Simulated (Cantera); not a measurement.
Source: NASA polynomial tables (part measured, part estimated), evaluated in Cantera. Values are per mole of reaction as written; species without (g) are pure solids or liquids, kept so even where they would boil at 1 bar.

Q: Between 450 and 600 K, where is each reaction favourable under standard conditions?
- N₂(g) + 6 HI(g) → 3 I₂ + 2 NH₃(g)

A: 
- N₂(g) + 6 HI(g) → 3 I₂ + 2 NH₃(g): ΔG° is 54 kJ at 450 K and 134 kJ at 600 K; it stays positive (K < 1). ΔH° is -175 kJ and ΔS° -515 J/K at 600 K.
